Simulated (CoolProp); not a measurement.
A simple Rankine cycle with 1,2-dichloroethane: condensing at 318.15 K, boiler at 3.13 MPa, turbine inlet 499 K, turbine efficiency 0.7, pump efficiency 0.7, no recuperator. Each further row changes one setting.

Model: reference Helmholtz-energy equation of state, Thol 2015, in CoolProp.

```
case                             thermal efficiency (%)  net work (kJ/kg)  heat in (kJ/kg)  turbine exit temperature (K)  volume ratio over the turbine
-------------------------------  ----------------------  ----------------  ---------------  ----------------------------  -----------------------------
as stated                                          14.5              37.7              261                         318.1                            590
condensing temperature 310.15 K                    15.3              41.4              271                         310.1                            824
boiler pressure 2.19 MPa                           14.7              38.5              263                         318.1                            587
turbine efficiency 0.6                             12.2              31.8              261                         318.1                            606
```

The expansion ends wet for: as stated; condensing temperature 310.15 K; boiler pressure 2.19 MPa; turbine efficiency 0.6.
